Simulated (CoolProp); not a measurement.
Vapour-liquid equilibrium of ethanol (1) + o-xylene (2) at 0.142 MPa; x and y are mole fractions of (1).

Model: multi-fluid Helmholtz-energy mixture model, Schroeder 2014 and Zhou 2012; pair parameters Bell 2016, in CoolProp.

Give the bubble temperature and the first vapour's composition at x = 0.05, 0.125, 0.575. Is there an azeotrope?

x = 0.05: 126.0 °C, y = 0.578; x = 0.125: 108.0 °C, y = 0.770; x = 0.575: 92.4 °C, y = 0.889. No azeotrope shows between x = 0.05 and 0.95.

The pair parameters rest on a limited set of measurements; away from them the model extrapolates. With so large a gap from Raoult's law the liquid may split in two, which this calculation doesn't test in full.
